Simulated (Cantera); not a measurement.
Input (Python, Cantera):

```python
import numpy as np
import cantera as ct

gas = ct.Solution("gri30.yaml")


def delay(T, t_max=10):
    gas.TPX = T, 72000, {'CH4': 1, 'CO': 0.059, 'O2': 1.07, 'N2': 4.02}
    reactor = ct.IdealGasReactor(gas, clone=False)
    net = ct.ReactorNet([reactor])
    net.rtol, net.atol = 1e-8, 1e-16
    while net.time < t_max:
        t_old, T_old = net.time, reactor.T
        net.step()
        if reactor.T > T + 400:  # ignition: a rise of 400 K
            return t_old + (T + 400 - T_old) / (reactor.T - T_old) * (net.time - t_old)
    return np.nan


taus = []
for T in [1150, 1225, 1300, 1375, 1450, 1525]:
    taus.append(delay(T))
    print(f"T0 = {T:6g} K   tau = {taus[-1]:.4e} s")
```

Result:

```
T0 =   1150 K   tau = 1.8669e-01 s
T0 =   1225 K   tau = 6.0029e-02 s
T0 =   1300 K   tau = 2.1013e-02 s
T0 =   1375 K   tau = 7.9337e-03 s
T0 =   1450 K   tau = 3.2355e-03 s
T0 =   1525 K   tau = 1.4364e-03 s
```

Computed with Cantera and GRI-Mech 3.0 (53 species, 325 reactions).
